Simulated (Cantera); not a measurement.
Ignition delay

Mixture: 6.36 % CO, 6.99 % H₂, 13.9 % O₂, 62.6 % N₂, 10.2 % CO₂, equivalence ratio 0.48, at 36000 Pa, adiabatic and at constant pressure. Ignition delay is the time to a rise of 400 K.

Detailed kinetics in Cantera: GRI-Mech 3.0 (53 species, 325 reactions). Where the delays flatten at high temperature, the 400 K rule measures the pace of heat release, not the induction time.

```
T0 (K)  delay (ms)
------  ----------
1125         0.469
1200         0.411
1275         0.404
1350         0.431
1425         0.484
1500         0.560
1575         0.658
1650         0.776
1725         0.916
```
